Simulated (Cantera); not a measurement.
Charge: 1 mol Si3N4, 0.028 mol CO2, 1.2 mol N2, held at 1573 K and 430 Pa.

Cantera equilibrium calculation (NASA polynomials, part measured and part estimated; ideal gas, pure solids and liquids). Candidate condensed phases: C, Si, SiC, SiO2, Si2N2O, Si3N4; 34 gas species. Mutual solubility and eutectic melting of coexisting phases are not modelled. Kinetics and transport are ignored.

Base state: N2 0.999, CO 0.000878, SiO 0.000383 (mole fractions); condensed: SiC(s) + Si2N2O(s) + Si3N4(s).

Q: What changes in the equilibrium state with this change: temperature from 1573 K to 923.15 K?

A: 
```json
[
 {"species": "N2", "before": "0.999", "after": "1.00"},
 {"species": "CO", "before": "0.000878", "after": "<1e-9"},
 {"species": "SiO", "before": "0.000383", "after": "<1e-9"},
 {"species": "SiC(s), mol", "before": "0.0269", "after": "0"},
 {"species": "Si2N2O(s), mol", "before": "0.0544", "after": "0.0560"},
 {"species": "Si3N4(s), mol", "before": "0.955", "after": "0.963"},
 {"species": "C(graphite), mol", "before": "0", "after": "0.0280"}
]
```

Q: What changes in the equilibrium state with this change: pressure from 430 Pa to 9.20 Pa?

A: 
| species | before | after |
|---|---|---|
| N2 | 0.999 | 0.982 |
| SiO | 0.000383 | 0.0166 |
| Si | 1.58e-6 | 0.000598 |
| CO | 0.000878 | 0.000579 |
| SiC(s), mol | 0.0269 | 0.0261 |
| Si2N2O(s), mol | 0.0544 | 0 |
| Si3N4(s), mol | 0.955 | 0 |
| Si(s), mol | 0 | 2.92 |

Q: What changes in the equilibrium state with this change: CO2 from 0.028 to 0.78 mol?

A: 
```csv
species,before,after
N2,0.999,0.865
CO,0.000878,0.133
SiO,0.000383,0.00225
"SiC(s), mol",0.0269,0.482
"Si2N2O(s), mol",0.0544,1.26
"Si3N4(s), mol",0.955,0
```
